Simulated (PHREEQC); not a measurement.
Solution (40 °C): 0.008 mol Cu(BF4)2 and 0.00023 mol H2SO4 per kg of water. Closed to the air; pH follows from the charge balance.

Computed with PHREEQC (ion-association model, wateq4f.dat).

```
quantity                  before   after
------------------------  ------  ------
pH                          2.86    3.10
ionic strength (mol/kgw)  0.0251  0.0243
```

**Question.** What was changed between the two runs?
A) H2SO4 from 0.00023 to 2.3e-05 mol/kgw
B) Cu(BF4)2 left out
C) H2SO4 left out
D) diluted 5-fold with water
E) Cu(BF4)2 replaced by Na2SiF6 at the same molality

**Answer.** E, Cu(BF4)2 replaced by Na2SiF6 at the same molality

Precipitation was switched off in this run. Some of these states are supersaturated (in Quartz (slow to form), Chalcedony (slow to form), for instance). At this temperature some constants are extrapolated from 25 °C, and those without enthalpy data are left unchanged. Real BF4- forms and hydrolyses slowly; the run takes it at equilibrium.
